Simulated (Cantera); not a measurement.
A perfectly stirred reactor is fed with 0.463 % CH4, 3.18 % O2, 96.4 % N2, equivalence ratio 0.29, at 3750 Torr; it is held at 1550 K, and followed from long to short residence time.

Model: GRI-Mech 3.0 (53 species, 325 reactions), integrated in Cantera.

Problem. Predict: x(CH4) at τ = 5.90 s; x(O2) at τ = 5.90 s; x(CO2) at τ = 5.90 s; x(CH4) at τ = 39.0 ms; x(O2) at τ = 39.0 ms; x(C2H4) at τ = 39.0 ms; x(CH2) at τ = 39.0 ms; x(CO2) at τ = 39.0 ms.

Solution. 
| Property | Result |
|---|---|
| x(CH4) at τ = 5.90 s | 2.34e-7 |
| x(O2) at τ = 5.90 s | 0.0225 |
| x(CO2) at τ = 5.90 s | 0.00462 |
| x(CH4) at τ = 39.0 ms | 7.84e-6 |
| x(O2) at τ = 39.0 ms | 0.0226 |
| x(C2H4) at τ = 39.0 ms | 6.44e-9 |
| x(CH2) at τ = 39.0 ms | 6.10e-9 |
| x(CO2) at τ = 39.0 ms | 0.00452 |
